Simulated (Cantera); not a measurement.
## Thermodynamics of silicon nitride deposition, feed trisilylamine + NH3

Input: 1 mol trisilylamine, 1.3 mol NH3, equilibrated at 10.0 mbar.

These are equilibrium values from Cantera (NASA tables, ideal gas, pure condensed phases), not measurements of a reactor. Candidate condensed phases: Si, Si3N4; 18 gas species. The feed counts by its element totals alone. Mutual solubility and eutectic melting of coexisting phases are not modelled. The tables' values for SiN are old estimates; treat these amounts as uncertain. Gases not in the tables: Si2H6 and higher silanes. Kinetics and transport are ignored.

From 1223 K to 1623 K the condensed part is Si(s) + Si3N4(s). From 1723 K to 1923 K the condensed part is Si(l). The main Si-bearing gas is SiH2 at 1223 K and Si at 1923 K.

| T (K) | log p H2 | log p N2 | log p H | log p Si | n Si(s) | n Si3N4(s) | n Si(l) |
|---|---|---|---|---|---|---|---|
| 1223 | -2.00 | -7.24 | -7.52 | -11.49 | 1.28 | 0.575 | 0 |
| 1323 | -2.00 | -6.04 | -6.80 | -10.05 | 1.28 | 0.575 | 0 |
| 1423 | -2.00 | -5.02 | -6.18 | -8.82 | 1.28 | 0.572 | 0 |
| 1523 | -2.00 | -4.13 | -5.64 | -7.74 | 1.35 | 0.551 | 0 |
| 1623 | -2.02 | -3.35 | -5.17 | -6.81 | 1.72 | 0.426 | 0 |
| 1723 | -2.07 | -2.82 | -4.78 | -6.01 | 0 | 0 | 3.00 |
| 1823 | -2.07 | -2.82 | -4.40 | -5.35 | 0 | 0 | 3.00 |
| 1923 | -2.08 | -2.82 | -4.06 | -4.77 | 0 | 0 | 2.98 |
log p: log10 of the partial pressure in bar; n: condensed amount in mol.
